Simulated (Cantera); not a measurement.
Mixture: CH4 : C2H6 : O2 : N2 = 1 : 0.25 : 2.05 : 7.72 (molar parts), at 10.0 bar, adiabatic and at constant volume. Ignition delay is the time to a rise of 400 K.

Detailed kinetics in Cantera: GRI-Mech 3.0 (53 species, 325 reactions).

Q: What does this change do: 1 parts H2O added?

A: 
```
quantity                                                before       after
--------------------------------------------------  ----------  ----------
delay at 1125 K                                        2.02 ms     2.08 ms
delay at 1225 K                                       0.448 ms    0.465 ms
delay at 1325 K                                       0.134 ms    0.139 ms
delay at 1425 K                                        51.1 µs     54.5 µs
delay at 1525 K                                        23.0 µs     25.2 µs
delay at 1625 K                                        11.4 µs     12.8 µs
apparent activation energy between 1425 and 1625 K  140 kJ/mol  140 kJ/mol
```
